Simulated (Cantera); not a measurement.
A closed system holds: 1 mol Si, 1.9 mol HBr, 6.8 mol N2, held at 1598.15 K and 0.645 Torr.

These are equilibrium values from Cantera (NASA tables, ideal gas, pure condensed phases), not measurements of a reactor. Candidate condensed phases: Br2, Si, Si3N4; 28 gas species. The tables' values for SiBr, SiBr3 are old estimates; treat these amounts as uncertain. Equilibrium is a limit: real reactors are often held back by kinetics, nucleation or transport.

Base state: N2 0.764, H2 0.0812, SiBr2 0.0675, HBr 0.0595, Br 0.0269, H 0.000518, SiBr 0.000483, SiBr3 0.000134 (mole fractions); condensed: Si3N4(s).

Q: What changes in the equilibrium state with this change: temperature from 1598.15 K to 1448.15 K?

A: 
| species | before | after |
|---|---|---|
| N2 | 0.764 | 0.764 |
| HBr | 0.0595 | 0.114 |
| H2 | 0.0812 | 0.0563 |
| SiBr2 | 0.0675 | 0.0460 |
| Br | 0.0269 | 0.0187 |
| Si | 6.32e-5 | 2.92e-7 |
| SiBr4 | 3.66e-6 | 0.000111 |
| SiBr | 0.000483 | 2.05e-5 |
| H | 0.000518 | 7.47e-5 |
| SiBr3 | 0.000134 | 0.000473 |
| Si3N4(s), mol | 0.139 | 0.203 |
N2 is the only nitrogen source here; it is nearly inert below about 1500 K, so the nitride shown seldom forms there in practice. The tables' values for SiBr3, SiBr are old estimates; treat these amounts as uncertain.

Q: What changes in the equilibrium state with this change: pressure from 0.645 Torr to 97.5 Torr?

A: 
```
species         before    after
-------------  -------  -------
N2               0.764    0.769
HBr             0.0595    0.148
H2              0.0812   0.0416
SiBr2           0.0675   0.0285
Br              0.0269  0.00760
Si             6.32e-5  1.47e-8
SiBr4          3.66e-6  0.00281
SiHBr3         4.54e-7  7.19e-5
Si3N4(s), mol    0.139    0.241
```
The tables' values for SiBr3 are old estimates; treat these amounts as uncertain.
